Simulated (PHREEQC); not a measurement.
Solution (12 °C): 100 mmol/kgw KH2PO4 and 1.5 mmol/kgw HCl. Closed to the air; pH follows from the charge balance.

Equilibrium calculation in PHREEQC: ion-association model, phreeqc.dat.

```
Property                      Value
--------------------  -------------
pH                             3.83
ionic strength        0.100 mol/kgw
specific conductance     6440 µS/cm
density                 1.009 g/cm³
total alkalinity       -1.50 meq/kg
```

```json
[
 {"species": "K+", "molality": "0.1000", "activity": "0.0768", "log γ": "-0.115"},
 {"species": "H2PO4-", "molality": "0.0985", "activity": "0.0780", "log γ": "-0.101"},
 {"species": "Cl-", "molality": "0.00150", "activity": "0.00116", "log γ": "-0.113"},
 {"species": "H3PO4", "molality": "0.00141", "activity": "0.00144", "log γ": "0.010"},
 {"species": "H+", "molality": "0.000178", "activity": "0.000148", "log γ": "-0.082"},
 {"species": "HPO4-2", "molality": "7.95e-5", "activity": "3.04e-5", "log γ": "-0.417"},
 {"species": "KHPO4-", "molality": "5.75e-6", "activity": "4.56e-6", "log γ": "-0.101"}
]
```

Precipitation was switched off in this run. Away from 25 °C the constants follow the database's enthalpies or fits; those with neither stay at their 25 °C values.
